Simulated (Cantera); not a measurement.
Charge: 1 mol CH3SiCl3, 0.057 mol HCl, 39 mol H2, 0.049 mol C2H2, equilibrated at 1923.15 K and 4.13 Torr.

Equilibrium computed with Cantera from the NASA thermochemical tables; the gas is ideal and each condensed phase is pure. Candidate condensed phases: C, C6H6, C7H8, C8H18, Si, SiC; 109 gas species. The feed counts by its element totals alone. The tables' values for SiCl are old estimates; treat these amounts as uncertain. The numbers say what is thermodynamically allowed, not how fast it happens.

Base state: H2 0.916, HCl 0.0702, H 0.0122, Cl 0.000702, SiCl2 0.000578, C2H2 (acetylene) 0.000414, Si 0.000126, SiCl 3.00e-5 (mole fractions); condensed: C(graphite) + SiC(s).

### Question
What changes in the equilibrium state with this change: CH3SiCl3 replaced by CH3SiH3?

### Answer
```csv
species,before,after
H2,0.916,0.985
H,0.0122,0.0126
HCl,0.0702,0.00133
Cl,0.000702,1.28e-5
Si,0.000126,0.000126
SiCl2,0.000578,1.93e-7
SiCl,3.00e-5,5.48e-7
C2H2 (acetylene),0.000414,0.000445
"C(graphite), mol",0.0943,0.0658
"SiC(s), mol",0.968,0.994
```
